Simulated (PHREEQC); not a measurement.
Solution (25 °C and 500 atm): 13 mmol/kgw Cu(BF4)2 and 58 mmol/kgw HNO3. Closed to the air; pH follows from the charge balance.

Computed with PHREEQC (ion-association model, phreeqc.dat).

This is a speciation only: nothing precipitates in the calculation.

Problem. Order these B species by the share of B that they hold, largest first: H3BO3, BF4-, BF2(OH)2-, BF3OH-.

Solution. BF4- (88 %), H3BO3 (7.0 %), BF3OH- (4.1 %), BF2(OH)2- (0.71 %)

Problem. Order these F species by the share of F that they hold, largest first: F-, BF2(OH)2-, BF4-, BF3OH-, HF.

Solution. BF4- (88 %), HF (8.1 %), BF3OH- (3.1 %), BF2(OH)2- (0.35 %), F- (0.20 %)

The pH is 1.33 and the ionic strength 0.0954 mol/kgw. Complexes and solids missing from the database can't appear. Under pressure, the constants of complexes without a molar volume in the database are unreliable. Real BF4- forms and hydrolyses slowly; the run takes it at equilibrium.
